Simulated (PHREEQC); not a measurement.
Solution (50 °C): 0.0013 mol/kgw Na2SiO3. Closed to the air; pH follows from the charge balance.

All values are PHREEQC results (ion-association model, phreeqc.dat), not measurements.

**Question.** The ionic strength comes out as 0.00261 mol/kgw. What activity coefficients do H3SiO4-, Na+, H2SiO4-2, OH- get?

**Answer.** H3SiO4- 0.94, Na+ 0.94, H2SiO4-2 0.79, OH- 0.94.

Precipitation was switched off in this run. Complexes and solids missing from the database can't appear. Constants without temperature data keep their 25 °C values here.
